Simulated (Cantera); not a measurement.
A closed system holds: 1 mol CH₃SiH₃, 0.19 mol C₂H₄, 22 mol H₂, held at 100000 Pa.

Cantera equilibrium calculation (NASA polynomials, part measured and part estimated; ideal gas, pure solids and liquids). Candidate condensed phases: C, C₆H₆, C₇H₈, C₈H₁₈, Si, SiC; 87 gas species. The feed counts by its element totals alone. Gases not in the tables: Si₂H₆ and higher silanes. Kinetics and transport are ignored.

Question: Which condensed phases are stable at each of these points (T (K)): 1023, 1223, 1423, 1623, 1823, 2023, 2223, 2423, 2623?

Answer: 
| T (K) | condensed phases | Si condensed (%) |
|---|---|---|
| 1023 | SiC(s) | 100.0 |
| 1223 | C(graphite) + SiC(s) | 100.0 |
| 1423 | C(graphite) + SiC(s) | 100.0 |
| 1623 | C(graphite) + SiC(s) | 100.0 |
| 1823 | C(graphite) + SiC(s) | 100.0 |
| 2023 | C(graphite) + SiC(s) | 100.0 |
| 2223 | C(graphite) + SiC(s) | 99.7 |
| 2423 | C(graphite) + SiC(s) | 97.3 |
| 2623 | SiC(s) | 76.2 |

At 1023 K the condensed part is SiC(s). From 1223 K to 2423 K the condensed part is C(graphite) + SiC(s). At 2623 K the condensed part is SiC(s).
